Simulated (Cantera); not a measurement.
# Thermodynamics of thermal oxidation and active oxidation of silicon, feed Si + CO2 + N2

Feed: 1 mol Si, 0.32 mol CO2, 14 mol N2, at 1000 K and 13.3 mbar.

Cantera equilibrium calculation (NASA polynomials, part measured and part estimated; ideal gas, pure solids and liquids). Candidate condensed phases: C, Si, SiC, SiO2, Si2N2O, Si3N4; 34 gas species. N2 is the only nitrogen source here; it is nearly inert below about 1500 K, so the nitride shown seldom forms there in practice. The numbers say what is thermodynamically allowed, not how fast it happens.

The x(N2) is 0.993 and the x(CO) is 0.00672. The n(C(graphite)) comes out as 0.229 mol. The n(SiO2(β-quartz)) is 0.0324 mol and the n(Si2N2O(s)) is 0.484 mol. The gas amount comes out as 13.61 mol. The log10 activity of Si(s) (absent) is -9.12.
